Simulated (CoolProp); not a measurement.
Cyclopentane along the isobar 705 kPa: Z from the reference equation and from simpler models built on Tc = 511.7 K, pc = 4583 kPa, ω = 0.202; each cubic takes its own stable root.

Values from CoolProp's reference Helmholtz-energy equation of state, Gedanitz 2015.

```
T (K)   phase  reference
-----  ------  ---------
348.6  liquid    0.02478
366.9  liquid    0.02428
385.2  liquid    0.02393
403.5     gas     0.8694
421.8     gas     0.8890
440.1     gas     0.9046
458.5     gas     0.9174
476.8     gas     0.9280
495.1     gas     0.9368
513.4     gas     0.9443
531.7     gas     0.9506
550       gas     0.9561
```

**Question.** How far does each simpler model (van der Waals, Soave-Redlich-Kwong, Peng-Robinson) lie from the reference over these 12 states: mean and median of the absolute difference, and the worst?

**Answer.** 
- van der Waals: mean 889.6 %, median 2.5 %, worst +3670.2 % at 385.2 K and 705 kPa
- Soave-Redlich-Kwong: mean 1.7 %, median 0.5 %, worst +6.0 % at 385.2 K and 705 kPa
- Peng-Robinson: mean 2.0 %, median 0.4 %, worst -7.4 % at 348.6 K and 705 kPa

At some of these states van der Waals gives the other phase, because its saturation line lies elsewhere.
